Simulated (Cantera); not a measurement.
Cantera run, input and output.

```python
import numpy as np
import cantera as ct

gas = ct.Solution("gri30.yaml")
gas.TPX = 1350, 170000, {'CH3OH': 1, 'O2': 3.12, 'N2': 11.8}
reactor = ct.IdealGasReactor(gas, energy="on", clone=False)
net = ct.ReactorNet([reactor])
net.rtol, net.atol = 1e-08, 1e-16
show = ['CH3OH', 'O2', 'H2', 'CO', 'HCO', 'C2H', 'H2O2']
times = np.geomspace(2e-06, 5, 15)

steps = ct.SolutionArray(gas, extra=["t"])
rows = []
print(f"{'t/s':>10s}{'T/K':>9s}{'P/Pa':>11s}" + "".join(f"{s:>11s}" for s in show))
for t in times:
    while net.time < t:
        t_next = net.step()
        steps.append(gas.state, t=t_next)
    rows.append([np.interp(t, steps.t, y) for y in (steps.T, steps.P, *steps(*show).X.T)])
    print(f"{t:10.3e}{rows[-1][0]:9.1f}{rows[-1][1]:11.4g}" + "".join(f"{x:11.3e}" for x in rows[-1][2:]))
rate = np.gradient(steps.T, steps.t)
print("integrator steps:", len(steps.t))
if steps.T.max() > steps.T[0] + 200:
    print(f"time of steepest temperature rise: {steps.t[rate.argmax()]:.4e} s")
gas.TPX = 1350, 170000, {'CH3OH': 1, 'O2': 3.12, 'N2': 11.8}
gas.equilibrate("UV")
print(f"equilibrium (UV): T = {gas.T:.1f} K  " + "  ".join(f"{s} {gas[s].X[0]:.3e}" for s in show))
```

It prints:

```
       t/s      T/K       P/Pa      CH3OH         O2         H2         CO        HCO        C2H       H2O2
 2.000e-06   1350.0    1.7e+05  6.281e-02  1.960e-01  2.496e-07  9.314e-08  1.556e-12  3.122e-24  6.731e-12
 5.728e-06   1350.0    1.7e+05  6.281e-02  1.960e-01  7.961e-07  2.687e-07  5.243e-12  9.377e-24  2.107e-10
 1.641e-05   1350.0    1.7e+05  6.281e-02  1.960e-01  2.448e-06  7.747e-07  1.779e-11  2.856e-23  5.395e-09
 4.699e-05   1350.0    1.7e+05  6.279e-02  1.960e-01  7.813e-06  2.259e-06  6.848e-11  1.022e-22  1.162e-07
 1.346e-04   1350.1    1.7e+05  6.272e-02  1.959e-01  2.946e-05  7.018e-06  3.698e-10  7.956e-22  1.704e-06
 3.855e-04   1351.3  1.702e+05  6.210e-02  1.955e-01  2.305e-04  4.255e-05  7.613e-09  3.179e-20  2.366e-05
 1.104e-03   2547.3  3.335e+05  1.700e-18  9.642e-02  1.502e-03  4.663e-03  1.359e-09  1.244e-23  5.014e-07
 3.162e-03   2538.1  3.322e+05  1.578e-18  9.408e-02  1.463e-03  4.525e-03  1.265e-09  1.022e-23  4.861e-07
 9.057e-03   2525.7  3.304e+05  1.424e-18  9.092e-02  1.410e-03  4.342e-03  1.148e-09  7.748e-24  4.658e-07
 2.594e-02   2521.0  3.298e+05  1.369e-18  8.973e-02  1.391e-03  4.274e-03  1.105e-09  6.960e-24  4.582e-07
 7.430e-02   2520.8  3.297e+05  1.368e-18  8.970e-02  1.390e-03  4.272e-03  1.104e-09  6.941e-24  4.580e-07
 2.128e-01   2520.8  3.297e+05  1.368e-18  8.970e-02  1.390e-03  4.272e-03  1.104e-09  6.941e-24  4.580e-07
 6.095e-01   2520.8  3.297e+05  1.368e-18  8.970e-02  1.390e-03  4.272e-03  1.104e-09  6.941e-24  4.580e-07
 1.746e+00   2520.8  3.297e+05  1.368e-18  8.970e-02  1.390e-03  4.272e-03  1.104e-09  6.941e-24  4.580e-07
 5.000e+00   2520.8  3.297e+05  1.368e-18  8.970e-02  1.390e-03  4.272e-03  1.104e-09  6.941e-24  4.580e-07
integrator steps: 1842
time of steepest temperature rise: 8.0686e-04 s
equilibrium (UV): T = 2520.8 K  CH3OH 1.417e-18  O2 8.970e-02  H2 1.390e-03  CO 4.272e-03  HCO 1.104e-09  C2H 7.697e-24  H2O2 4.580e-07
```

Computed with Cantera and GRI-Mech 3.0 (53 species, 325 reactions). GRI-Mech 3.0 was tuned for natural gas; its chemistry of methanol as a main component is partial and can be far from experiment.
